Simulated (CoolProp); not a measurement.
The fluid at 298.15 K and 0.0377 MPa expands adiabatically to 0.00793 MPa with isentropic efficiency 0.85. The same conditions are run with several fluids, on thermodynamics alone (safety and materials aside).

Computed with CoolProp (reference Helmholtz-energy equation of state of each fluid (R113: Marx 1992; R22: Kamei 1995; trans-2-butene: Lemmon 2005; sulfur dioxide: Gao 2016)).

| fluid | work (kJ/kg) | final temperature (K) | final density (kg/m³) |
|---|---|---|---|
| R113 | 16.4 | 271.2 | 0.662 |
| R22 | 33.6 | 243.1 | 0.340 |
| trans-2-butene | 53.8 | (withheld) | (withheld) |
| sulfur dioxide | (withheld) | (withheld) | (withheld) |

### Question
Complete the blanks.

### Answer

- trans-2-butene, final temperature (K): 261.3
- trans-2-butene, final density (kg/m³): 0.206
- sulfur dioxide, work (kJ/kg): 43.4
- sulfur dioxide, final temperature (K): 225.4
- sulfur dioxide, final density (kg/m³): 0.272
